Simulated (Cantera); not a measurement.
A perfectly stirred reactor is fed with 23.3 % NO, 76.7 % N2, at 1.00 atm; it is held at 1725 K, and followed from long to short residence time.

Model: GRI-Mech 3.0 (53 species, 325 reactions), integrated in Cantera.

Q: Predict: x(NO) at τ = 1.50 s; x(N2) at τ = 1.50 s; x(O2) at τ = 1.50 s; x(N2O) at τ = 1.50 s; x(NO2) at τ = 1.50 s; x(NO) at τ = 52.0 ms; x(N2) at τ = 52.0 ms; x(O2) at τ = 52.0 ms; x(N2O) at τ = 52.0 ms; x(NO2) at τ = 52.0 ms.

A: 
```
Item                      Value
---------------------  --------
x(NO) at τ = 1.50 s       0.215
x(N2) at τ = 1.50 s       0.776
x(O2) at τ = 1.50 s     0.00859
x(N2O) at τ = 1.50 s    1.85e-5
x(NO2) at τ = 1.50 s   0.000143
x(NO) at τ = 52.0 ms      0.232
x(N2) at τ = 52.0 ms      0.768
x(O2) at τ = 52.0 ms   0.000289
x(N2O) at τ = 52.0 ms   2.03e-5
x(NO2) at τ = 52.0 ms   7.03e-5
```
